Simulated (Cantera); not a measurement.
Cantera with NASA thermochemical tables; ideal gases at 1 bar, condensed phases pure. Values are per mole of reaction as written; species without (g) are pure solids or liquids, kept so even where they would boil at 1 bar.

2 F(g) + SF4(g) ⇌ SF6(g), with ΔH° = -616.1 kJ and ΔS° = -325.8 J/K at 300 K.

Q: How far is the shortcut ΔG° ≈ ΔH°(300 K) − T·ΔS°(300 K) from the full temperature-dependent value at 1948, 2048, 2148, 2248, 2348, 2448, 2548 K?

A: 
| T (K) | shortcut (kJ) | full (kJ) | difference (kJ) | difference in log10 K |
|---|---|---|---|---|
| 1948 | 18.5 | 33.0 | -14.5 | 0.39 |
| 2048 | 51.0 | 66.3 | -15.2 | 0.39 |
| 2148 | 83.6 | 99.5 | -15.9 | 0.39 |
| 2248 | 116.2 | 132.7 | -16.5 | 0.38 |
| 2348 | 148.8 | 165.8 | -17.0 | 0.38 |
| 2448 | 181.3 | 198.9 | -17.6 | 0.38 |
| 2548 | 213.9 | 232.0 | -18.1 | 0.37 |
The shortcut ignores the heat-capacity change of the reaction.
